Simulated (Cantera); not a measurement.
Cantera with NASA thermochemical tables; ideal gases at 1 bar, condensed phases pure. Values are per mole of reaction as written; species without (g) are pure solids or liquids, kept so even where they would boil at 1 bar.

4 Na + S2(g) → 2 Na2S

```tsv
T (K)	ΔH° (kJ)	ΔS° (J/K)	ΔG° (kJ)	log10 K	condensed phases
300	-860.6	-240.9	-788.3	137.25	Na(s), Na2S(s)
423	(withheld)	(withheld)	(withheld)	(withheld)	Na(l), Na2S(s)
448	-869.2	-264.0	-750.9	87.55	Na(l), Na2S(s)
473	(withheld)	(withheld)	(withheld)	(withheld)	Na(l), Na2S(s)
498	(withheld)	(withheld)	(withheld)	(withheld)	Na(l), Na2S(s)
523	-868.2	-262.0	-731.2	73.03	Na(l), Na2S(s)
548	-867.8	-261.2	-724.7	69.07	Na(l), Na2S(s)
573	-867.4	-260.5	-718.1	65.46	Na(l), Na2S(s)
598	(withheld)	(withheld)	(withheld)	(withheld)	Na(l), Na2S(s)
```

Q: Fill in the missing entries.

A: 
- 423, ΔH° (kJ): -869.5
- 423, ΔS° (J/K): -264.6
- 423, ΔG° (kJ): -757.5
- 423, log10 K: 93.54
- 473, ΔH° (kJ): -868.9
- 473, ΔS° (J/K): -263.4
- 473, ΔG° (kJ): -744.3
- 473, log10 K: 82.20
- 498, ΔH° (kJ): -868.6
- 498, ΔS° (J/K): -262.7
- 498, ΔG° (kJ): -737.8
- 498, log10 K: 77.38
- 598, ΔH° (kJ): -866.9
- 598, ΔS° (J/K): -259.7
- 598, ΔG° (kJ): -711.6
- 598, log10 K: 62.16
